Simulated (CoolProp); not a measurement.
Properties of octamethyltrisiloxane (MDM) along the isobar 1.01 bar (Tc = 565.4 K, pc = 14.38 bar, ω = 0.528).

Values from CoolProp's reference Helmholtz-energy equation of state, Thol 2017.

```json
[
 {"T (K)": "383.6", "phase": "liquid", "density (kg/m³)": "725.3", "cp (kJ/(kg K))": "1.997", "speed of sound (m/s)": "635.7"},
 {"T (K)": "402.7", "phase": "liquid", "density (kg/m³)": "703.2", "cp (kJ/(kg K))": "2.048", "speed of sound (m/s)": "575.5"},
 {"T (K)": "421.8", "phase": "liquid", "density (kg/m³)": "680.0", "cp (kJ/(kg K))": "2.101", "speed of sound (m/s)": "515.9"},
 {"T (K)": "441", "phase": "gas", "density (kg/m³)": "6.961", "cp (kJ/(kg K))": "1.812", "speed of sound (m/s)": "117.9"},
 {"T (K)": "460.1", "phase": "gas", "density (kg/m³)": "6.601", "cp (kJ/(kg K))": "1.856", "speed of sound (m/s)": "121.7"},
 {"T (K)": "479.3", "phase": "gas", "density (kg/m³)": "6.283", "cp (kJ/(kg K))": "1.900", "speed of sound (m/s)": "125.2"},
 {"T (K)": "498.4", "phase": "gas", "density (kg/m³)": "6.001", "cp (kJ/(kg K))": "1.942", "speed of sound (m/s)": "128.5"},
 {"T (K)": "517.6", "phase": "gas", "density (kg/m³)": "5.745", "cp (kJ/(kg K))": "1.984", "speed of sound (m/s)": "131.7"},
 {"T (K)": "536.7", "phase": "gas", "density (kg/m³)": "5.515", "cp (kJ/(kg K))": "2.024", "speed of sound (m/s)": "134.7"},
 {"T (K)": "555.9", "phase": "gas", "density (kg/m³)": "5.304", "cp (kJ/(kg K))": "2.062", "speed of sound (m/s)": "137.5"},
 {"T (K)": "575", "phase": "gas", "density (kg/m³)": "5.111", "cp (kJ/(kg K))": "2.100", "speed of sound (m/s)": "140.3"}
]
```
